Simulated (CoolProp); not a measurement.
Tetrahydrofuran at several states: Z from the reference equation and from simpler models built on Tc = 267.0 °C, pc = 53.04 bar, ω = 0.234; each cubic takes its own stable root.

Model: reference Helmholtz-energy equation of state, Fiedler 2023, in CoolProp.

```tsv
T (°C)	p (bar)	phase	reference
210.75	1.76	gas	0.9838
-76.05	0.386	liquid	0.001716
105.05	74.9	liquid	0.2147
```

How far does each simpler model (van der Waals, Soave-Redlich-Kwong) lie from the reference over these 3 states: mean and median of the absolute difference, and the worst?


- van der Waals: mean 41.2 %, median 57.5 %, worst +65.7 % at -76.05 °C and 0.386 bar
- Soave-Redlich-Kwong: mean 5.8 %, median 7.1 %, worst +10.3 % at -76.05 °C and 0.386 bar
